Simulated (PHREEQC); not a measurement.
Synthetic water in mmol/kgw, 20 °C, pH 6.55, pe 9.6:

```tsv
constituent	mmol/kgw
Na	0.0779
K	0.000757
Ca	0.0721
Mg	0.0424
Cl	0.0671
S(6)	0.0548
Alkalinity (meq/kgw)	0.138
O(0) (counted as O atoms)	0.000228
Li	3.2e-05
```

Valence states are taken as typed.

The numbers come from PHREEQC with the ion-association model, phreeqc.dat.

No solid was allowed to form.

What charge-balance error does the model give?

charge-balance error -1.1 %.

In which forms is C present?

HCO3- 60 %, CO2 40 % of the C.
